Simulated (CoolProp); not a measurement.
A simple Rankine cycle with chlorine: condensing at 324.15 K, boiler at 6.41 MPa, turbine inlet 409.9 K, turbine efficiency 0.75, pump efficiency 0.6, no recuperator. Each further row changes one setting.

Model: reference Helmholtz-energy equation of state, Thol 2021, in CoolProp.

| case | thermal efficiency (%) | net work (kJ/kg) | heat in (kJ/kg) | turbine exit temperature (K) | volume ratio over the turbine |
|---|---|---|---|---|---|
| as stated | 10.8 | 22.5 | 209 | 324.1 | 4.21 |
| turbine inlet 429.9 K | 11.5 | 27.3 | 238 | 324.1 | 3.73 |
| condensing temperature 316.15 K | 11.9 | 25.9 | 217 | 316.1 | 5.02 |
| boiler pressure 4.49 MPa | (withheld) | 23.3 | (withheld) | 324.1 | 2.61 |
| turbine efficiency 0.65 | (withheld) | 18.7 | 209 | 324.1 | 4.29 |

Q: Fill in the missing entries.

A: 
- boiler pressure 4.49 MPa, thermal efficiency (%): 9.5
- boiler pressure 4.49 MPa, heat in (kJ/kg): 245
- turbine efficiency 0.65, thermal efficiency (%): 8.9

The expansion ends wet for: as stated; turbine inlet 429.9 K; condensing temperature 316.15 K; boiler pressure 4.49 MPa; turbine efficiency 0.65.
